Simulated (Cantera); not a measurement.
A Cantera script and what it prints.

```python
import numpy as np
import cantera as ct

gas_names = """
    H HNO HNO2 HNO3 HO2 H2 H2O H2O2 N NH NH2 NH3 NH2OH NO NO2 NO3 N2 N2H2 N2H4 N2O O OH O2 O3 Si SiH
    SiH2 SiH3 SiH4 SiN SiO SiO2 Si2 Si2N Si3
""".split()
cond_names = """
    H2O(s) H2O(L) Si(cr) Si(L) SiO2(Lqz) SiO2(hqz) SiO2(L) Si2N2O(s) Si3N4(a)
""".split()


# ... load() reads the species with a 1 bar reference pressure and builds the phases ...
atoms = {
    'Si3N4': {'Si': 3, 'N': 4},
    'H2O': {'H': 2, 'O': 1},
    'H2': {'H': 2},
}
top_T = {'Si2N2O(s)': 2100, 'Si3N4(a)': 2400}  # K; cautious upper limits of use, not melting points


# ... equilibrate(T, P, feed) seeds the gas with the atoms and calls Mixture.equilibrate('TP', solver="vcs", rtol=1e-11, max_steps=5000) ...
results = []
feed = {'Si3N4': 1, 'H2O': 0.21, 'H2': 1.9}  # mol
P = 133.322  # Pa
for T in [1898, 1923, 1948, 1973, 1998, 2023, 2048, 2073, 2098, 2123, 2148]:
    mix = equilibrate(T, P, feed)
    results.append((T, P, feed, dict(zip(mix.species_names, mix.species_moles))))
    x = sorted(zip(gas.X, gas.species_names), reverse=True)
    print(f"T = {T:g} K  P = {P:g} Pa  gas = {mix.phase_moles(0):.4g} mol")
    print("   x: " + "  ".join(f"{s} {v:.3e}" for v, s in x if v > 1e-05))
    print("   condensed (mol): " + ("  ".join(f"{mix.phase(i).name} {mix.phase_moles(i):.4g}"
          for i in range(1, mix.n_phases) if mix.phase_moles(i) > 1e-12) or "none"))
```

Result:

```
T = 1898 K  P = 133.322 Pa  gas = 4.394 mol
   x: H2 4.727e-01  N2 4.551e-01  SiO 4.779e-02  H 1.472e-02  Si 9.214e-03  SiH 2.018e-04  Si2N 1.107e-04  SiN 7.638e-05  Si2 7.364e-05  SiH2 2.722e-05  Si3 1.663e-05
   condensed (mol): Si(L) 2.746
T = 1923 K  P = 133.322 Pa  gas = 4.417 mol
   x: H2 4.687e-01  N2 4.527e-01  SiO 4.754e-02  H 1.766e-02  Si 1.272e-02  SiH 2.603e-04  Si2N 1.393e-04  Si2 1.087e-04  SiN 9.853e-05  SiH2 3.155e-05  Si3 2.422e-05
   condensed (mol): Si(L) 2.73
T = 1948 K  P = 133.322 Pa  gas = 4.447 mol
   x: H2 4.638e-01  N2 4.496e-01  SiO 4.723e-02  H 2.108e-02  Si 1.742e-02  SiH 3.331e-04  Si2N 1.741e-04  Si2 1.588e-04  SiN 1.262e-04  SiH2 3.634e-05  Si3 3.494e-05
   condensed (mol): Si(L) 2.707
T = 1973 K  P = 133.322 Pa  gas = 4.485 mol
   x: H2 4.577e-01  N2 4.457e-01  SiO 4.682e-02  H 2.500e-02  Si 2.367e-02  SiH 4.229e-04  Si2 2.297e-04  Si2N 2.160e-04  SiN 1.603e-04  Si3 4.991e-05  SiH2 4.159e-05
   condensed (mol): Si(L) 2.676
T = 1998 K  P = 133.322 Pa  gas = 4.536 mol
   x: H2 4.502e-01  N2 4.407e-01  SiO 4.630e-02  Si 3.190e-02  H 2.948e-02  SiH 5.326e-04  Si2 3.291e-04  Si2N 2.661e-04  SiN 2.023e-04  Si3 7.063e-05  SiH2 4.725e-05
   condensed (mol): Si(L) 2.635
T = 2023 K  P = 133.322 Pa  gas = 4.601 mol
   x: H2 4.409e-01  N2 4.344e-01  SiO 4.564e-02  Si 4.267e-02  H 3.454e-02  SiH 6.655e-04  Si2 4.673e-04  Si2N 3.256e-04  SiN 2.532e-04  Si3 9.907e-05  SiH2 5.328e-05
   condensed (mol): Si(L) 2.581
T = 2048 K  P = 133.322 Pa  gas = 4.687 mol
   x: H2 4.296e-01  N2 4.263e-01  Si 5.668e-02  SiO 4.480e-02  H 4.020e-02  SiH 8.244e-04  Si2 6.577e-04  Si2N 3.954e-04  SiN 3.146e-04  Si3 1.378e-04  SiH2 5.955e-05
   condensed (mol): Si(L) 2.507
T = 2073 K  P = 133.322 Pa  gas = 4.8 mol
   x: N2 4.162e-01  H2 4.158e-01  Si 7.476e-02  H 4.644e-02  SiO 4.375e-02  SiH 1.012e-03  Si2 9.180e-04  Si2N 4.764e-04  SiN 3.876e-04  Si3 1.900e-04  SiH2 6.588e-05
   condensed (mol): Si(L) 2.408
T = 2098 K  P = 133.322 Pa  gas = 4.95 mol
   x: N2 4.035e-01  H2 3.990e-01  Si 9.796e-02  H 5.323e-02  SiO 4.243e-02  Si2 1.271e-03  SiH 1.231e-03  Si2N 5.693e-04  SiN 4.734e-04  Si3 2.600e-04  SiH2 7.204e-05
   condensed (mol): Si(L) 2.274
T = 2123 K  P = 133.322 Pa  gas = 5.15 mol
   x: N2 3.877e-01  H2 3.786e-01  Si 1.275e-01  H 6.046e-02  SiO 4.077e-02  Si2 1.745e-03  SiH 1.481e-03  Si2N 6.740e-04  SiN 5.726e-04  Si3 3.530e-04  SiH2 7.766e-05
   condensed (mol): Si(L) 2.092
T = 2148 K  P = 133.322 Pa  gas = 5.423 mol
   x: N2 3.681e-01  H2 3.541e-01  Si 1.650e-01  H 6.793e-02  SiO 3.872e-02  Si2 2.379e-03  SiH 1.760e-03  Si2N 7.896e-04  SiN 6.851e-04  Si3 4.757e-04  SiH2 8.227e-05
   condensed (mol): Si(L) 1.839
```

Equilibrium computed with Cantera from the NASA thermochemical tables; the gas is ideal and each condensed phase is pure. The tables' values for SiN are old estimates; treat these amounts as uncertain. Gases not in the tables: Si2H6 and higher silanes.
